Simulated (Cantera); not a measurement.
A Cantera script and what it prints.

```python
import numpy as np
import cantera as ct

gas_names = """
    CL CLO CL2 N NO NO2 NO3 N2 N2O O O2 O3 Si SiCL SiCL2 SiCL3 SiCL4 SiN SiO SiO2 Si2 Si2N Si3
""".split()
cond_names = """
    Si(cr) Si(L) SiO2(Lqz) SiO2(hqz) SiO2(L) Si2N2O(s) Si3N4(a)
""".split()


# ... load() reads the species with a 1 bar reference pressure and builds the phases ...
atoms = {
    'SiCl4': {'Si': 1, 'CL': 4},
    'N2O': {'N': 2, 'O': 1},
    'N2': {'N': 2},
    'O3': {'O': 3},
}
top_T = {'Si2N2O(s)': 2100, 'Si3N4(a)': 2400}  # K; cautious upper limits of use, not melting points


# ... equilibrate(T, P, feed) seeds the gas with the atoms and calls Mixture.equilibrate('TP', solver="vcs", rtol=1e-11, max_steps=5000) ...
results = []
T = 1450  # K
P = 9600  # Pa
for m in [8, 16, 23, 31, 38, 46, 54, 61, 69, 76, 84]:
    feed = {'SiCl4': 1, 'N2O': 4, 'N2': m, 'O3': 0.91}  # mol
    mix = equilibrate(T, P, feed)
    results.append((T, P, feed, dict(zip(mix.species_names, mix.species_moles))))

top = {s: max(r[3][s] / sum(r[3][g] for g in gas_names) for r in results) for s in gas_names}
cols = sorted((s for s in top if top[s] > 0.001), key=lambda s: -top[s])[:7]
seen = [c for c in cond_names if any(r[3].get(c, 0) > 1e-12 for r in results)]
print("log10 of partial pressures in bar; condensed amounts in mol")
print(f"{'n(N2)':>10s}" + "".join(f"{s[:9]:>10s}" for s in cols + seen))
for T, P, feed, n in results:
    ng = sum(n[g] for g in gas_names)
    print(f"{feed['N2']:10.4g}" + "".join(f"{np.log10(max(n[s] / ng * P / 1e5, 1e-99)):10.3f}" for s in cols)
          + "".join(f"{n.get(c, 0):10.4g}" for c in seen))
```

Result:

```
log10 of partial pressures in bar; condensed amounts in mol
     n(N2)        N2        O2       CL2        CL SiO2(hqz)
         8    -1.162    -1.868    -2.023    -2.396         1
        16    -1.111    -2.040    -2.213    -2.491         1
        23    -1.089    -2.149    -2.335    -2.552         1
        31    -1.075    -2.247    -2.446    -2.608         1
        38    -1.066    -2.318    -2.528    -2.648         1
        46    -1.059    -2.386    -2.608    -2.688         1
        54    -1.054    -2.446    -2.678    -2.723         1
        61    -1.050    -2.492    -2.732    -2.751         1
        69    -1.047    -2.539    -2.789    -2.779         1
        76    -1.044    -2.577    -2.834    -2.801         1
        84    -1.042    -2.616    -2.881    -2.825         1
```

Equilibrium computed with Cantera from the NASA thermochemical tables; the gas is ideal and each condensed phase is pure. The tables hold silica as quartz up to 1696 K and as liquid above; real silica turns to tridymite and cristobalite and melts near 1996 K.
